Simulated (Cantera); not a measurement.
## Ta₂O₅ + CO + H₂ (carbothermic reduction)

Charge: 1 mol Ta₂O₅, 0.51 mol CO, 8.5 mol H₂, at 3.00 bar.

Equilibrium computed with Cantera from the NASA thermochemical tables; the gas is ideal and each condensed phase is pure. Candidate condensed phases: C, C₆H₆, C₇H₈, C₈H₁₈, H₂O, Ta, TaC, Ta₂O₅; 113 gas species. Mutual solubility and eutectic melting of coexisting phases are not modelled. TaC: taken at fixed stoichiometry. Condensed phases not in the tables: Ta₂C, N, O or C dissolved in the metal. Rates play no part.

| T (°C) | x H₂ | x CH₄ | x H₂O | x CO | x H | x CO₂ | n Ta₂O₅(s) | n TaC(s) | n Ta₂O₅(l) | n Ta(s) |
|---|---|---|---|---|---|---|---|---|---|---|
| 527 | 0.872 | 0.0638 | 0.0638 | 2.17e-5 | 1.56e-12 | 6.68e-6 | 1.00 | 0 | 0 | 0 |
| 677 | 0.878 | 0.0592 | 0.0588 | 0.00365 | 3.01e-10 | 0.000438 | 1.00 | 0 | 0 | 0 |
| 827 | 0.914 | 0.0270 | 0.0261 | 0.0318 | 1.43e-8 | 0.000894 | 1.00 | 0 | 0 | 0 |
| 977 | 0.935 | 0.00788 | 0.00762 | 0.0494 | 2.70e-7 | 0.000257 | 1.00 | 0 | 0 | 0 |
| 1127 | 0.941 | 0.00256 | 0.00255 | 0.0542 | 2.72e-6 | 6.77e-5 | 1.000 | 0.000133 | 0 | 0 |
| 1277 | 0.941 | 0.000314 | 0.00326 | 0.0554 | 1.76e-5 | 6.87e-5 | 0.996 | 0.00775 | 0 | 0 |
| 1427 | 0.940 | 5.56e-5 | 0.00394 | 0.0554 | 8.25e-5 | 6.80e-5 | 0.995 | 0.0102 | 0 | 0 |
| 1577 | 0.940 | 1.32e-5 | 0.00460 | 0.0553 | 0.000302 | 6.73e-5 | 0.994 | 0.0120 | 0 | 0 |
| 1727 | 0.939 | 3.91e-6 | 0.00521 | 0.0551 | 0.000910 | 6.67e-5 | 0.993 | 0.0136 | 0 | 0 |
| 1877 | 0.937 | 1.45e-6 | 0.00554 | 0.0550 | 0.00236 | 6.36e-5 | 0 | 0.0144 | 0.993 | 0 |
| 2027 | 0.934 | 6.36e-7 | 0.00566 | 0.0549 | 0.00540 | 5.93e-5 | 0 | 0.0147 | 0.993 | 0 |
| 2177 | 0.926 | 2.78e-7 | 0.00650 | 0.0562 | 0.0112 | 6.52e-5 | 0 | 0 | 0.988 | 0.0235 |
| 2327 | 0.913 | 1.07e-7 | 0.00883 | 0.0559 | 0.0212 | 8.35e-5 | 0 | 0 | 0.982 | 0.0310 |
x: gas mole fraction; n: condensed amount in mol.

From 527 °C to 977 °C the condensed part is Ta₂O₅(s). From 1127 °C to 1727 °C the condensed part is TaC(s) + Ta₂O₅(s). From 1877 °C to 2027 °C the condensed part is TaC(s) + Ta₂O₅(l). From 2177 °C to 2327 °C the condensed part is Ta(s) + Ta₂O₅(l).
